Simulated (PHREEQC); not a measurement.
1.9 g of hydrous ferric oxide (600 m²/g; 0.2 weak and 0.005 strong sites per Fe, Dzombak-Morel constants, diffuse double layer) in 1 kg of water with 0.1 mol/kgw of an inert sodium salt, at 25 °C; the pH is set by adding NaOH or the inert anion's acid. Oxygen alone is held at its pressure in air (log pO2 = -0.68). No CO2 enters from the air. Precipitation was switched off in this run.

All values are PHREEQC results (ion-association model, wateq4f.dat), not measurements.

```json
[
 {"pH": "4", "surface charge σ (C/m²)": "0.321", "surface potential ψ (mV)": "146"},
 {"pH": "4.5", "surface charge σ (C/m²)": "0.273", "surface potential ψ (mV)": "138"},
 {"pH": "5", "surface charge σ (C/m²)": "0.215", "surface potential ψ (mV)": "?"},
 {"pH": "5.5", "surface charge σ (C/m²)": "0.159", "surface potential ψ (mV)": "?"},
 {"pH": "6", "surface charge σ (C/m²)": "0.112", "surface potential ψ (mV)": "93"},
 {"pH": "6.5", "surface charge σ (C/m²)": "0.074", "surface potential ψ (mV)": "?"},
 {"pH": "7", "surface charge σ (C/m²)": "0.045", "surface potential ψ (mV)": "52"},
 {"pH": "7.5", "surface charge σ (C/m²)": "?", "surface potential ψ (mV)": "29"},
 {"pH": "8", "surface charge σ (C/m²)": "?", "surface potential ψ (mV)": "5"},
 {"pH": "8.5", "surface charge σ (C/m²)": "?", "surface potential ψ (mV)": "-19"},
 {"pH": "9", "surface charge σ (C/m²)": "-0.034", "surface potential ψ (mV)": "?"},
 {"pH": "9.5", "surface charge σ (C/m²)": "-0.060", "surface potential ψ (mV)": "-65"},
 {"pH": "10", "surface charge σ (C/m²)": "-0.094", "surface potential ψ (mV)": "-85"}
]
```

### Question
Complete the blanks.

### Answer

- 5, surface potential ψ (mV): 126
- 5.5, surface potential ψ (mV): 111
- 6.5, surface potential ψ (mV): 74
- 7.5, surface charge σ (C/m²): 0.022
- 8, surface charge σ (C/m²): 0.004
- 8.5, surface charge σ (C/m²): -0.014
- 9, surface potential ψ (mV): -42
